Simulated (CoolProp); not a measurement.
Vapour-liquid equilibrium of isobutene (1) + n-butane (2) at 65.15 °C; x and y are mole fractions of (1).

Computed with CoolProp (multi-fluid Helmholtz-energy mixture model, Lemmon 2005 and Bücker 2006; pair parameters Bell 2016).

### Question
Give the bubble pressure and the first vapour's composition at x = 0.15, 0.35, 0.65. Is there an azeotrope?

### Answer
x = 0.15: 751.0 kPa, y = 0.175; x = 0.35: 785.5 kPa, y = 0.389; x = 0.65: 832.0 kPa, y = 0.682. No azeotrope shows between x = 0.05 and 0.95.

Pair parameters are fitted to limited data, so mixtures are less certain than the pure fluids.
